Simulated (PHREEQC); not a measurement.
0.28 g of hydrous ferric oxide (600 m²/g; 0.2 weak and 0.005 strong sites per Fe, Dzombak-Morel constants, diffuse double layer) in 1 kg of water with 0.1 mol/kgw of an inert sodium salt and 0.0002 mol Na2SO4, at 25 °C; the pH is set by adding NaOH or the inert anion's acid. Oxygen alone is held at its pressure in air (log pO2 = -0.68). CO2 from the air is kept out. No solid was allowed to form.

Equilibrium calculation in PHREEQC: ion-association model, wateq4f.dat.

```csv
pH,S sorbed (%),surface charge σ (C/m²),surface potential ψ (mV)
3,80.6,0.183,118
3.5,80.3,0.179,117
4,78.2,0.171,115
4.5,73.1,0.156,110
5,63.3,0.134,102
5.5,48.5,0.109,92
6,30.9,0.086,81
6.5,14.9,0.064,67
7,4.7,0.042,50
7.5,1.0,0.022,29
8,0.2,0.004,5
8.5,0.0,-0.014,-19
9,0.0,-0.034,-42
9.5,0.0,-0.060,-65
10,0.0,-0.094,-85
10.5,0.0,-0.137,-103
11,0.0,-0.190,-120
```

Complexes and solids missing from the database can't appear. The oxide is taken as insoluble; below pH 4 it would dissolve.
